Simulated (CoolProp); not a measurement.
Saturated liquid density (kg/m³) of p-xylene: the reference equation beside estimates from Tc = 343.0 °C, pc = 3.532 MPa, ω = 0.324. Rackett uses Z = 0.29056 − 0.08775 ω.

Model: reference Helmholtz-energy equation of state, Zhou 2012, in CoolProp.

```json
[
 {"T (°C)": "178.35", "reference": "711.4", "Rackett": "699.4", "van der Waals": "405.4", "Redlich-Kwong": "583.7", "Soave-Redlich-Kwong": "616.6", "Peng-Robinson": "698.7"},
 {"T (°C)": "186.25", "reference": "702.6", "Rackett": "690.5", "van der Waals": "400.4", "Redlich-Kwong": "574.6", "Soave-Redlich-Kwong": "607.9", "Peng-Robinson": "689.0"},
 {"T (°C)": "194.25", "reference": "693.5", "Rackett": "681.3", "van der Waals": "395.1", "Redlich-Kwong": "565.2", "Soave-Redlich-Kwong": "598.7", "Peng-Robinson": "678.8"},
 {"T (°C)": "202.15", "reference": "684.3", "Rackett": "671.9", "van der Waals": "389.7", "Redlich-Kwong": "555.6", "Soave-Redlich-Kwong": "589.2", "Peng-Robinson": "668.3"},
 {"T (°C)": "210.15", "reference": "674.7", "Rackett": "662.2", "van der Waals": "384.2", "Redlich-Kwong": "545.5", "Soave-Redlich-Kwong": "579.3", "Peng-Robinson": "657.2"},
 {"T (°C)": "218.05", "reference": "664.9", "Rackett": "652.4", "van der Waals": "378.5", "Redlich-Kwong": "535.3", "Soave-Redlich-Kwong": "569.0", "Peng-Robinson": "645.7"},
 {"T (°C)": "226.05", "reference": "654.7", "Rackett": "642.1", "van der Waals": "372.5", "Redlich-Kwong": "524.5", "Soave-Redlich-Kwong": "558.1", "Peng-Robinson": "633.4"},
 {"T (°C)": "234.05", "reference": "644.1", "Rackett": "631.5", "van der Waals": "366.3", "Redlich-Kwong": "513.3", "Soave-Redlich-Kwong": "546.7", "Peng-Robinson": "620.6"},
 {"T (°C)": "241.95", "reference": "633.3", "Rackett": "620.6", "van der Waals": "359.9", "Redlich-Kwong": "501.9", "Soave-Redlich-Kwong": "534.9", "Peng-Robinson": "607.2"},
 {"T (°C)": "249.95", "reference": "621.8", "Rackett": "609.2", "van der Waals": "353.2", "Redlich-Kwong": "489.8", "Soave-Redlich-Kwong": "522.3", "Peng-Robinson": "592.9"},
 {"T (°C)": "257.85", "reference": "610.0", "Rackett": "597.4", "van der Waals": "346.3", "Redlich-Kwong": "477.3", "Soave-Redlich-Kwong": "509.2", "Peng-Robinson": "577.9"},
 {"T (°C)": "265.85", "reference": "597.4", "Rackett": "584.9", "van der Waals": "338.9", "Redlich-Kwong": "464.1", "Soave-Redlich-Kwong": "495.2", "Peng-Robinson": "561.8"},
 {"T (°C)": "273.75", "reference": "584.2", "Rackett": "571.9", "van der Waals": "331.3", "Redlich-Kwong": "450.4", "Soave-Redlich-Kwong": "480.5", "Peng-Robinson": "544.9"},
 {"T (°C)": "281.75", "reference": "570.0", "Rackett": "557.9", "van der Waals": "323.1", "Redlich-Kwong": "435.7", "Soave-Redlich-Kwong": "464.6", "Peng-Robinson": "526.4"},
 {"T (°C)": "289.65", "reference": "554.9", "Rackett": "543.2", "van der Waals": "314.4", "Redlich-Kwong": "420.2", "Soave-Redlich-Kwong": "447.7", "Peng-Robinson": "506.8"}
]
```

Absolute difference from the reference over all 15 rows, mean and median: Rackett 1.9 and 2.0 %, van der Waals 43.2 and 43.1 %, Redlich-Kwong 20.6 and 20.3 %, Soave-Redlich-Kwong 15.6 and 15.1 %, Peng-Robinson 4.2 and 3.6 %.
